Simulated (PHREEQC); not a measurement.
Synthetic water in mg/L, 50 °C, pH 6, pe 8.2:

| constituent | mg/L |
|---|---|
| Na | 4.89 |
| K | 0.964 |
| Ca | 0.773 |
| Mg | 0.0238 |
| Cl | 3.13 |
| S(6) as SO4 | 2.89 |
| Alkalinity as HCO3 | 8.7 |
| Pb | 0.00813 |
| Br | 0.0699 |

Valence states are taken as typed.

Equilibrium calculation in PHREEQC: ion-association model, phreeqc.dat.

No solid was allowed to form.

Question: Order these Pb species by the share of Pb that they hold, largest first: PbOH+, Pb+2, PbCO3, PbSO4, PbHCO3+.

Answer: Pb+2 (77 %), PbCO3 (12 %), PbHCO3+ (8.1 %), PbOH+ (1.4 %), PbSO4 (1.1 %)

The pH is 6.00 and the ionic strength 0.000336 mol/kgw. Species that the database lacks are ignored. Away from 25 °C the constants follow the database's enthalpies or fits; those with neither stay at their 25 °C values.
